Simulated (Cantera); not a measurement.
Input (Python, Cantera):

```python
import numpy as np
import cantera as ct

surf = ct.Interface("ptcombust.yaml", "Pt_surf")
gas = surf.adjacent["gas"]
gas.TPX = 300, 12000, {'CH4': 0.014, 'O2': 0.2, 'N2': 0.79}
jet = ct.ImpingingJet(gas=gas, width=0.089, surface=surf)
jet.inlet.mdot, jet.inlet.T, jet.inlet.X = 0.021, 300, {'CH4': 0.014, 'O2': 0.2, 'N2': 0.79}
jet.set_refine_criteria(ratio=10, slope=0.2, curve=0.3)
show, cover = ['CH4', 'O2', 'H2O', 'OH', 'CO', 'CO2'], ["PT(S)", "H(S)", "O(S)", "OH(S)", "CO(S)", "C(S)"]

rows = []
print(f"{'Ts/K':>7s}" + "".join(f"{s:>11s}" for s in show + cover) + "   (gas at the wall, coverages)")
for i, Ts in enumerate([950, 1000, 1050, 1100, 1150, 1200]):
    jet.surface.T = Ts
    if i == 0:
        surf.TP = Ts, 12000
        surf.coverages = "PT(S):0.5, O(S):0.5"
        surf.advance_coverages(1.0)
        jet.set_initial_guess(products="inlet")
    jet.solve(loglevel=0, auto=(i == 0))
    rows.append([*(jet.X[gas.species_index(s), -1] for s in show), *surf[cover].coverages])
    print(f"{Ts:7g}" + "".join(f"{x:11.3e}" for x in rows[-1]))
```

It prints:

```
   Ts/K        CH4         O2        H2O         OH         CO        CO2      PT(S)       H(S)       O(S)      OH(S)      CO(S)       C(S)   (gas at the wall, coverages)
    950  4.945e-03  1.800e-01  1.674e-02  7.157e-08  2.308e-06  1.094e-02  2.200e-01  1.134e-07  7.790e-01  1.006e-03  1.826e-06  8.735e-09
   1000  3.367e-03  1.767e-01  1.962e-02  1.913e-07  2.100e-06  1.283e-02  2.826e-01  2.418e-07  7.164e-01  9.846e-04  1.206e-06  7.534e-09
   1050  2.370e-03  1.747e-01  2.139e-02  4.553e-07  1.946e-06  1.399e-02  3.465e-01  4.544e-07  6.526e-01  9.192e-04  7.961e-07  6.332e-09
   1100  1.565e-03  1.732e-01  2.267e-02  1.037e-06  2.875e-06  1.471e-02  4.100e-01  7.852e-07  5.892e-01  8.392e-04  5.389e-07  4.805e-09
   1150  1.061e-03  1.722e-01  2.361e-02  2.066e-06  3.528e-06  1.528e-02  4.720e-01  1.273e-06  5.273e-01  7.553e-04  3.802e-07  3.653e-09
   1200  6.821e-04  1.713e-01  2.439e-02  3.850e-06  4.275e-06  1.573e-02  5.315e-01  1.964e-06  4.678e-01  6.741e-04  2.770e-07  2.589e-09
```

Detailed kinetics in Cantera: Deutschmann's 1995 Pt surface mechanism with GRI-Mech 3.0 gas chemistry. Catalytic surfaces can have several steady states; this one follows from the mechanism file's or the stated starting coverage.
